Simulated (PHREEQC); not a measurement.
Make-up at 65 °C: 1.3 mmol/kgw CuCl2, 3.5 mmol/kgw HCl and 70 mmol/kgw Na2SO4. Closed to the air; pH follows from the charge balance.

All values are PHREEQC results (ion-association model, wateq4f.dat), not measurements.

This is a speciation only: nothing precipitates in the calculation.

Order these S species by the share of S that they hold, largest first: CuSO4, NaSO4-, SO4-2, HSO4-.

SO4-2 (78 %), NaSO4- (17 %), HSO4- (4.1 %), CuSO4 (0.99 %)

The pH is 3.29 and the ionic strength 0.185 mol/kgw. Complexes and solids missing from the database can't appear. Away from 25 °C the constants follow the database's enthalpies or fits; those with neither stay at their 25 °C values.
